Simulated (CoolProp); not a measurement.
Aqueous potassium acetate as a coolant, at 32 °C, 1 atm.

The numbers come from the Melinder's fits for secondary coolants in CoolProp.

```
mass %  freezing point (°C)  cp (kJ/(kg K))  conductivity (W/(m K))  density (kg/m³)  viscosity (mPa s)
------  -------------------  --------------  ----------------------  ---------------  -----------------
1.6                    -0.5               ?                   0.613                ?              0.796
7.1                    -3.0           3.925                   0.593                ?              0.912
12.5                      ?           3.753                   0.574             1059               1.05
18                     -9.6           3.588                   0.555             1086               1.21
23.4                      ?           3.435                       ?             1115               1.41
28.9                  -21.4           3.284                   0.519             1146               1.67
34.3                  -30.6           3.140                       ?             1177               2.02
```

Problem. Complete the blanks.

Solution. 
- 1.6, cp (kJ/(kg K)): 4.119
- 1.6, density (kg/m³): 1005
- 7.1, density (kg/m³): 1034
- 12.5, freezing point (°C): -6.0
- 23.4, freezing point (°C): -14.4
- 23.4, conductivity (W/(m K)): 0.537
- 34.3, conductivity (W/(m K)): 0.501
